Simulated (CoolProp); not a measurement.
Properties of isopentane along the isobar 3.26 bar.

Values from CoolProp's reference Helmholtz-energy equation of state, Lemmon 2006. It is a short technical equation, of lower accuracy than the large ones.

| T (K) | phase | density (kg/m³) | cp (kJ/(kg K)) | cv (kJ/(kg K)) | isothermal compressibility (1/MPa) | conductivity (mW/(m K)) |
|---|---|---|---|---|---|---|
| 253.5 | liquid | 658.7 | 2.058 | 1.530 | 0.001466 | 116 |
| 261.9 | liquid | 650.8 | 2.096 | 1.562 | 0.001591 | 113 |
| 270.3 | liquid | 642.8 | 2.135 | 1.594 | 0.001731 | 111 |
| 278.7 | liquid | 634.7 | 2.175 | 1.626 | 0.001888 | 108 |
| 287.2 | liquid | 626.3 | 2.217 | 1.660 | 0.002068 | 105 |
| 295.6 | liquid | 617.9 | 2.260 | 1.694 | 0.002271 | 103 |
| 304 | liquid | 609.3 | 2.304 | 1.727 | 0.002504 | 100 |
| 312.4 | liquid | 600.5 | 2.349 | 1.762 | 0.002774 | 97.6 |
| 320.8 | liquid | 591.4 | 2.397 | 1.796 | 0.003088 | 95.1 |
| 329.2 | liquid | 582.1 | 2.446 | 1.831 | 0.003460 | 92.5 |
| 337.6 | liquid | 572.4 | 2.498 | 1.866 | 0.003903 | 90.0 |
| 346 | gas | 9.011 | 1.982 | 1.801 | 3.416 | 19.6 |
| 354.4 | gas | 8.721 | 2.007 | 1.834 | 3.379 | 20.7 |

Thermal conductivity comes from a separate model (Vassiliou 2015).
